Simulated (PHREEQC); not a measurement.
Make-up at 20 °C: 0.0026 mol HF, 0.0027 mol H2SiF6 and 4.7e-06 mol H3BO3 per kg of water. Closed to the air; pH follows from the charge balance.

Computed with PHREEQC (ion-association model, phreeqc.dat).

This is a speciation only: nothing precipitates in the calculation.

Order these F species by the share of F that they hold, largest first: HF, SiF6-2, F-.

SiF6-2 (81 %), HF (16 %), F- (2.5 %)

The pH is 2.29 and the ionic strength 0.00811 mol/kgw. Examples of supersaturated solids here: Quartz (slow to form). Others may be too. Complexes and solids missing from the database can't appear. SiF6-2 is the database's only silicon fluoride. Real BF4- forms and hydrolyses slowly; the run takes it at equilibrium.
